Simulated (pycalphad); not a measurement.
CALPHAD calculation (pycalphad, COST 507 light-alloy database (1999)), 1 atm. The data set is of 1999 and partly superseded. Diffusion is slow at the low end, where real alloys seldom reach equilibrium.

Molar enthalpy of Ti-15.07Hf-2.37B (at.%) in equilibrium (SER reference):

```csv
T (°C),H (kJ/mol),phases
2577,109.51,LIQUID
2457,104.04,LIQUID
2337,98.57,LIQUID
2217,93.10,LIQUID
2097,87.63,LIQUID
1977,82.16,LIQUID
1857,76.71,LIQUID
1737,71.26,LIQUID
1657,67.64,LIQUID
1617,65.83,LIQUID
1537,47.75,BCC_A2 + BM
1497,46.35,BCC_A2 + BM
1377,42.28,BCC_A2 + BM
1257,38.37,BCC_A2 + BM
1137,34.60,BCC_A2 + BM
1017,30.95,BCC_A2 + BM
897,27.38,BCC_A2 + BM
777,19.83,HCP_A3 + BM
657,15.95,HCP_A3 + BM
537,12.19,HCP_A3 + BM
417,8.57,HCP_A3 + BM
297,5.09,HCP_A3 + BM
```

Cooling from 1617 °C to 1537 °C, across the freezing range, releases 18.1 kJ/mol, or 271 J/g. The slope is 45 J/(mol K) in the liquid and 35 J/(mol K) just below the solidus, where it includes any heat of precipitation. Liquidus 1612 °C, solidus 1548 °C. Changes were sought between steps of 40 K, so a narrower field can be missed.

Database names, with the compositions (at.%) that they take in these runs: BM: Ti 48-50 B 50 Hf 0-2. BCC_A2 is bcc; HCP_A3 is hcp.
